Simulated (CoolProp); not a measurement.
The fluid at 574.12 K and 0.441 MPa flows at 0.08 m/s in a round tube of 1 mm bore and 15 µm roughness, fully developed (64/Re and Nu = 3.66 if laminar; Colebrook and Gnielinski if turbulent). The same conditions are run with several fluids, on thermodynamics alone (safety and materials aside).

Computed with CoolProp (reference Helmholtz-energy equation of state of each fluid (ethanol: Schroeder 2014; ethylbenzene: Zhou 2012; methane: Setzmann 1991; nitrogen: Span 2000; water: Wagner 2002)).

| fluid | Reynolds number | Darcy friction factor | pressure drop (Pa/m) | heat-transfer coefficient (W/(m² K)) | mass flow (kg/h) |
|---|---|---|---|---|---|
| ethanol | 20.4 | 3.13 | 43.2 | 176 | 0.000975 |
| ethylbenzene | 61.8 | 1.04 | 34.5 | 140 | 0.00235 |
| methane | (withheld) | 10.2 | (withheld) | (withheld) | 0.000335 |
| nitrogen | 7.20 | 8.89 | 73.5 | (withheld) | 0.000584 |
| water | 6.63 | 9.66 | 52.0 | 162 | (withheld) |

Task: Some entries are withheld; supply them.

Result: 
- methane, Reynolds number: 6.27
- methane, pressure drop (Pa/m): 48.4
- methane, heat-transfer coefficient (W/(m² K)): 306
- nitrogen, heat-transfer coefficient (W/(m² K)): 159
- water, mass flow (kg/h): 0.000381

Transport values come from each fluid's own correlations; those of ethylbenzene are estimates that may be off by 10 % or more.
